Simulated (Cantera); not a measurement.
**Silicon etching in halogen gases: Si + HBr + N2**

Input: 1 mol Si, a varied amount of HBr, 6.6 mol N2, held at 1375 K and 0.00360 bar.

These are equilibrium values from Cantera (NASA tables, ideal gas, pure condensed phases), not measurements of a reactor. Candidate condensed phases: Br2, Si, Si3N4; 28 gas species. N2 is the only nitrogen source here; it is nearly inert below about 1500 K, so the nitride shown seldom forms there in practice. The tables' values for SiBr3 are old estimates; treat these amounts as uncertain. Kinetics and transport are ignored.

```tsv
n(HBr) (mol)	x N2	x HBr	x H2	x SiBr2	x Br	x SiBr4	n Si3N4(s)
1.7	0.780	0.158	0.0302	0.0193	0.00876	0.00233	0.274
2	0.752	0.178	0.0346	0.0219	0.00921	0.00291	0.262
2.4	0.718	0.202	0.0400	0.0251	0.00971	0.00370	0.247
2.9	0.680	0.228	0.0463	0.0287	0.0102	0.00466	0.226
3.5	0.640	0.255	0.0532	0.0325	0.0106	0.00576	0.202
4.2	0.600	0.282	0.0604	0.0365	0.0110	0.00696	0.172
5	0.561	0.308	0.0677	0.0406	0.0114	0.00821	0.137
6.1	0.516	0.337	0.0766	0.0454	0.0117	0.00973	0.0882
7.3	0.476	0.362	0.0848	0.0500	0.0119	0.0112	0.0334
8.8	0.432	0.402	0.0872	0.0480	0.0131	0.0129	0
11	0.378	0.467	0.0820	0.0382	0.0157	0.0147	0
13	0.340	0.513	0.0779	0.0318	0.0177	0.0155	0
```
x: gas mole fraction; n: condensed amount in mol.

From 1.7 mol HBr to 7.3 mol HBr the condensed part is Si3N4(s). From 8.8 mol HBr to 13 mol HBr nothing is condensed. The main Si-bearing gas is SiBr2 throughout.
